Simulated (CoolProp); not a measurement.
Saturated liquid density (kg/m³) of decamethylcyclopentasiloxane (D5): the reference equation beside estimates from Tc = 618.3 K, pc = 1.078 MPa, ω = 0.631. Rackett uses Z = 0.29056 − 0.08775 ω.

The numbers come from the reference Helmholtz-energy equation of state, Thol 2019 in CoolProp.

```json
[
 {"T (K)": "427.3", "reference": "813.0", "Rackett": "930.0", "Redlich-Kwong": "649.2", "Soave-Redlich-Kwong": "711.5", "Peng-Robinson": "803.1"},
 {"T (K)": "438", "reference": "800.6", "Rackett": "914.4", "Redlich-Kwong": "637.4", "Soave-Redlich-Kwong": "700.7", "Peng-Robinson": "791.4"},
 {"T (K)": "448.6", "reference": "787.9", "Rackett": "898.6", "Redlich-Kwong": "625.2", "Soave-Redlich-Kwong": "689.3", "Peng-Robinson": "779.1"},
 {"T (K)": "459.3", "reference": "774.9", "Rackett": "882.2", "Redlich-Kwong": "612.4", "Soave-Redlich-Kwong": "677.2", "Peng-Robinson": "765.8"},
 {"T (K)": "469.9", "reference": "761.6", "Rackett": "865.4", "Redlich-Kwong": "599.2", "Soave-Redlich-Kwong": "664.5", "Peng-Robinson": "751.8"},
 {"T (K)": "480.5", "reference": "747.9", "Rackett": "848.2", "Redlich-Kwong": "585.4", "Soave-Redlich-Kwong": "650.9", "Peng-Robinson": "736.9"},
 {"T (K)": "491.2", "reference": "733.6", "Rackett": "830.1", "Redlich-Kwong": "570.9", "Soave-Redlich-Kwong": "636.3", "Peng-Robinson": "720.8"},
 {"T (K)": "501.8", "reference": "718.8", "Rackett": "811.5", "Redlich-Kwong": "555.8", "Soave-Redlich-Kwong": "620.9", "Peng-Robinson": "703.6"},
 {"T (K)": "512.5", "reference": "703.2", "Rackett": "792.0", "Redlich-Kwong": "539.8", "Soave-Redlich-Kwong": "604.2", "Peng-Robinson": "684.9"},
 {"T (K)": "523.1", "reference": "687.0", "Rackett": "771.7", "Redlich-Kwong": "523.2", "Soave-Redlich-Kwong": "586.3", "Peng-Robinson": "664.8"},
 {"T (K)": "533.8", "reference": "669.5", "Rackett": "750.1", "Redlich-Kwong": "505.3", "Soave-Redlich-Kwong": "566.9", "Peng-Robinson": "642.8"},
 {"T (K)": "544.4", "reference": "651.0", "Rackett": "727.3", "Redlich-Kwong": "486.5", "Soave-Redlich-Kwong": "545.9", "Peng-Robinson": "618.9"}
]
```

Absolute difference from the reference over all 12 rows, mean and median: Rackett 13.2 and 13.3 %, Redlich-Kwong 22.2 and 22.0 %, Soave-Redlich-Kwong 13.6 and 13.1 %, Peng-Robinson 2.2 and 1.6 %.
